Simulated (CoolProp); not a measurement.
n-perfluorohexane at 293.15 K and 0.584 MPa is throttled through a valve to 0.119 MPa with no heat exchange. Each further row changes one setting.

Values from CoolProp's reference Helmholtz-energy equation of state, Gao 2022.

```json
[
 {"case": "as stated", "temperature change (K)": "+0.1"},
 {"case": "outlet pressure 0.0357 MPa", "temperature change (K)": "+0.2"},
 {"case": "outlet pressure 0.155 MPa", "temperature change (K)": "+0.1"}
]
```
